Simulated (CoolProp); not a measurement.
Vapour-liquid equilibrium of dimethyl ether (1) + isobutane (2) at -3.45 °C; x and y are mole fractions of (1).

Computed with CoolProp (multi-fluid Helmholtz-energy mixture model, Wu 2011 and Bücker 2006; pair parameters Bell 2016).

```json
[
 {"x": "0.05", "bubble pressure, mixture model (bar)": "1.510", "bubble pressure, Raoult's law (bar)": "1.435", "y, mixture model": "0.122", "y, Raoult's law": "0.082"},
 {"x": "0.15", "bubble pressure, mixture model (bar)": "1.719", "bubble pressure, Raoult's law (bar)": "1.532", "y, mixture model": "0.298", "y, Raoult's law": "0.231"},
 {"x": "0.25", "bubble pressure, mixture model (bar)": "1.885", "bubble pressure, Raoult's law (bar)": "1.630", "y, mixture model": "0.420", "y, Raoult's law": "0.362"},
 {"x": "0.35", "bubble pressure, mixture model (bar)": "2.017", "bubble pressure, Raoult's law (bar)": "1.727", "y, mixture model": "0.513", "y, Raoult's law": "0.478"},
 {"x": "0.45", "bubble pressure, mixture model (bar)": "2.123", "bubble pressure, Raoult's law (bar)": "1.824", "y, mixture model": "0.590", "y, Raoult's law": "0.582"},
 {"x": "0.55", "bubble pressure, mixture model (bar)": "2.208", "bubble pressure, Raoult's law (bar)": "1.921", "y, mixture model": "0.658", "y, Raoult's law": "0.675"},
 {"x": "0.65", "bubble pressure, mixture model (bar)": "2.274", "bubble pressure, Raoult's law (bar)": "2.019", "y, mixture model": "0.723", "y, Raoult's law": "0.760"},
 {"x": "0.75", "bubble pressure, mixture model (bar)": "2.324", "bubble pressure, Raoult's law (bar)": "2.116", "y, mixture model": "0.790", "y, Raoult's law": "0.836"},
 {"x": "0.85", "bubble pressure, mixture model (bar)": "2.356", "bubble pressure, Raoult's law (bar)": "2.213", "y, mixture model": "0.863", "y, Raoult's law": "0.906"},
 {"x": "0.95", "bubble pressure, mixture model (bar)": "2.366", "bubble pressure, Raoult's law (bar)": "2.310", "y, mixture model": "0.949", "y, Raoult's law": "0.970"}
]
```

The largest gap from Raoult's law is +16.8 % in bubble pressure, at x = 0.35. y crosses x between x = 0.85 and 0.95: the model has an azeotrope there.

Pair parameters are fitted to limited data, so mixtures are less certain than the pure fluids.
